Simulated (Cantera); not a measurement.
An isothermal, constant-pressure homogeneous reactor starts with 10.1 % C2H6, 89.9 % N2, at 2000 K and 330 Torr.

Detailed kinetics in Cantera: GRI-Mech 3.0 (53 species, 325 reactions). GRI-Mech 3.0 stops at C3 and has no aromatics, soot or wall deposition, so with more carbon than oxygen in the feed, carbon stays in small species such as C2H2 where larger ones or solid carbon would form.

x: mole fraction; the columns are a selection and need not sum to one.

```csv
t (s),x C2H6,x H,x C2H2,x C2H4,x CH2,x C2H,x CH3
2.00e-6,0.0721,0.000901,3.18e-5,0.00396,0.000128,1.30e-8,0.0331
8.60e-6,0.0108,0.00292,0.0124,0.0353,0.000267,1.21e-5,0.0368
3.70e-5,0.000174,0.00156,0.0591,0.0112,5.32e-5,1.49e-5,0.00651
0.000159,2.61e-5,0.000767,0.0726,0.00125,1.22e-5,7.70e-6,0.00231
0.000684,8.87e-6,0.000723,0.0771,0.000295,6.95e-6,7.08e-6,0.00134
0.00294,1.39e-6,0.000866,0.0815,7.66e-5,3.49e-6,8.23e-6,0.000544
0.0126,___,0.000979,0.0834,4.29e-5,___,9.20e-6,___
0.0544,4.67e-9,0.00101,0.0838,4.13e-5,2.41e-7,9.44e-6,3.10e-5
0.234,1.46e-9,0.00101,0.0838,4.13e-5,1.19e-7,9.46e-6,1.53e-5
1.01,1.43e-9,0.00101,0.0838,4.13e-5,1.17e-7,9.45e-6,1.50e-5
4.33,1.43e-9,0.00101,0.0835,4.12e-5,1.17e-7,9.42e-6,1.50e-5
18.6,1.43e-9,0.00101,0.0826,4.07e-5,1.18e-7,9.32e-6,1.51e-5
80.0,1.41e-9,0.00101,0.0799,3.94e-5,1.18e-7,9.02e-6,1.50e-5
```

### Question
Some entries are withheld; supply them.

### Answer

- 0.0126, x C2H6: 7.92e-8
- 0.0126, x CH2: 9.94e-7
- 0.0126, x CH3: 0.000133
